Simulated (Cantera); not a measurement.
What does this Cantera script print?

```python
import numpy as np
import cantera as ct

gas_names = """
    H HO2 H2 H2O H2O2 H2S H2SO4 Mg MgH MgO MgOH MgO2H2 MgS Mg2 O OH O2 O3 S SH SO SO2 SO3 S2 S2O S8
""".split()
cond_names = """
    H2O(s) H2O(L) H2SO4(L) Mg(cr) Mg(L) MgO(s) MgO(L) MgO2H2(s) MgS(s) MgSO4(s) MgSO4(L) S(cr1) S(cr2)
    S(L)
""".split()


# ... load() reads the species with a 1 bar reference pressure and builds the phases ...
atoms = {
    'MgSO4': {'Mg': 1, 'S': 1, 'O': 4},
    'H2': {'H': 2},
}
top_T = {'MgS(s)': 2250}  # K; cautious upper limits of use, not melting points


# ... equilibrate(T, P, feed) seeds the gas with the atoms and calls Mixture.equilibrate('TP', solver="vcs", rtol=1e-11, max_steps=5000) ...
results = []
feed = {'MgSO4': 1, 'H2': 1.6}  # mol
P = 13332.2  # Pa
for T in [723, 773, 823, 873, 923, 973, 1023, 1073, 1123, 1173, 1223, 1273, 1323, 1373]:
    mix = equilibrate(T, P, feed)
    results.append((T, P, feed, dict(zip(mix.species_names, mix.species_moles))))
    x = sorted(zip(gas.X, gas.species_names), reverse=True)
    print(f"T = {T:g} K  P = {P:g} Pa  gas = {mix.phase_moles(0):.4g} mol")
    print("   x: " + "  ".join(f"{s} {v:.3e}" for v, s in x if v > 0.001))
    print("   condensed (mol): " + ("  ".join(f"{mix.phase(i).name} {mix.phase_moles(i):.4g}"
          for i in range(1, mix.n_phases) if mix.phase_moles(i) > 1e-12) or "none"))
```

It prints:

```
T = 723 K  P = 13332.2 Pa  gas = 1.963 mol
   x: H2O 7.057e-01  SO2 1.478e-01  H2S 1.090e-01  S2 3.549e-02  S2O 1.329e-03
   condensed (mol): MgO(s) 0.6562  MgSO4(s) 0.3438
T = 773 K  P = 13332.2 Pa  gas = 2.423 mol
   x: H2O 6.170e-01  SO2 3.098e-01  H2S 4.309e-02  S2 2.836e-02  S2O 1.556e-03
   condensed (mol): MgO(s) 1
T = 823 K  P = 13332.2 Pa  gas = 2.426 mol
   x: H2O 6.210e-01  SO2 3.070e-01  H2S 3.809e-02  S2 3.193e-02  S2O 1.630e-03
   condensed (mol): MgO(s) 1
T = 873 K  P = 13332.2 Pa  gas = 2.429 mol
   x: H2O 6.242e-01  SO2 3.046e-01  S2 3.495e-02  H2S 3.380e-02  S2O 1.682e-03
   condensed (mol): MgO(s) 1
T = 923 K  P = 13332.2 Pa  gas = 2.431 mol
   x: H2O 6.266e-01  SO2 3.027e-01  S2 3.747e-02  H2S 3.015e-02  S2O 1.715e-03  H2 1.276e-03
   condensed (mol): MgO(s) 1
T = 973 K  P = 13332.2 Pa  gas = 2.434 mol
   x: H2O 6.284e-01  SO2 3.013e-01  S2 3.955e-02  H2S 2.703e-02  H2 2.030e-03  S2O 1.736e-03
   condensed (mol): MgO(s) 1
T = 1023 K  P = 13332.2 Pa  gas = 2.436 mol
   x: H2O 6.294e-01  SO2 3.002e-01  S2 4.121e-02  H2S 2.435e-02  H2 3.085e-03  S2O 1.746e-03
   condensed (mol): MgO(s) 1
T = 1073 K  P = 13332.2 Pa  gas = 2.438 mol
   x: H2O 6.296e-01  SO2 2.995e-01  S2 4.252e-02  H2S 2.204e-02  H2 4.502e-03  S2O 1.748e-03
   condensed (mol): MgO(s) 1
T = 1123 K  P = 13332.2 Pa  gas = 2.441 mol
   x: H2O 6.292e-01  SO2 2.991e-01  S2 4.349e-02  H2S 2.003e-02  H2 6.343e-03  S2O 1.743e-03
   condensed (mol): MgO(s) 1
T = 1173 K  P = 13332.2 Pa  gas = 2.443 mol
   x: H2O 6.279e-01  SO2 2.990e-01  S2 4.414e-02  H2S 1.826e-02  H2 8.663e-03  S2O 1.732e-03
   condensed (mol): MgO(s) 1
T = 1223 K  P = 13332.2 Pa  gas = 2.446 mol
   x: H2O 6.259e-01  SO2 2.992e-01  S2 4.449e-02  H2S 1.667e-02  H2 1.151e-02  S2O 1.716e-03
   condensed (mol): MgO(s) 1
T = 1273 K  P = 13332.2 Pa  gas = 2.449 mol
   x: H2O 6.230e-01  SO2 2.998e-01  S2 4.456e-02  H2S 1.525e-02  H2 1.492e-02  S2O 1.694e-03
   condensed (mol): MgO(s) 1
T = 1323 K  P = 13332.2 Pa  gas = 2.453 mol
   x: H2O 6.194e-01  SO2 3.006e-01  S2 4.434e-02  H2 1.890e-02  H2S 1.395e-02  S2O 1.667e-03
   condensed (mol): MgO(s) 1
T = 1373 K  P = 13332.2 Pa  gas = 2.457 mol
   x: H2O 6.149e-01  SO2 3.016e-01  S2 4.384e-02  H2 2.347e-02  H2S 1.277e-02  S2O 1.635e-03  SO 1.453e-03
   condensed (mol): MgO(s) 1
```

These are equilibrium values from Cantera (NASA tables, ideal gas, pure condensed phases), not measurements of a reactor. Gases not in the tables: S3 to S7.
